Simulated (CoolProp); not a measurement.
A simple Rankine cycle with hexamethyldisiloxane (MM): condensing at 327.15 K, boiler at 0.727 MPa, turbine inlet 474.9 K, turbine efficiency 0.9, pump efficiency 0.6, no recuperator. Each further row changes one setting.

Values from CoolProp's reference Helmholtz-energy equation of state, Thol 2016.

```tsv
case	thermal efficiency (%)	net work (kJ/kg)	heat in (kJ/kg)	turbine exit temperature (K)	volume ratio over the turbine
as stated	14.7	67.2	456	428.7	40.4
turbine inlet 494.9 K	14.3	71.1	499	449.3	38.8
condensing temperature 319.15 K	15.6	73.6	472	425.2	56.0
boiler pressure 0.509 MPa	13.5	62.5	464	435.3	26.2
turbine efficiency 0.8	13.1	59.6	456	432.9	40.8
```
